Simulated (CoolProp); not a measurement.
The numbers come from the reference Helmholtz-energy equation of state, Lemmon 2006 in CoolProp. It is a short technical equation, of lower accuracy than the large ones.

Q: Give the vapour pressure (MPa), liquid density (kg/m³), vapour density (kg/m³), liquid cp (kJ/(kg K)) of saturated toluene at 17.35, 46.65, 61.35 °C.

A: 
| T (°C) | p (MPa) | liquid density (kg/m³) | vapour density (kg/m³) | liquid cp (kJ/(kg K)) |
|---|---|---|---|---|
| 17.35 | 0.00253 | 869 | 0.0967 | 1.68 |
| 46.65 | 0.0106 | 842 | 0.371 | 1.77 |
| 61.35 | 0.0196 | 828 | 0.656 | 1.82 |
